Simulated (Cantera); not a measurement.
Ignition delay

Mixture: 9.12 % CH4, 19.8 % O2, 55.6 % N2, 15.5 % CO2, equivalence ratio 0.92, at 0.350 bar, adiabatic and at constant volume. Ignition delay is the time to a rise of 400 K.

Computed with Cantera and GRI-Mech 3.0 (53 species, 325 reactions).

| T0 (K) | delay (ms) |
|---|---|
| 1300 | 24.6 |
| 1375 | 9.57 |
| 1450 | 4.14 |
| 1525 | 2.00 |
| 1600 | 1.06 |

```yaml
apparent activation energy between 1450 and 1600 K: 180 kJ/mol
```
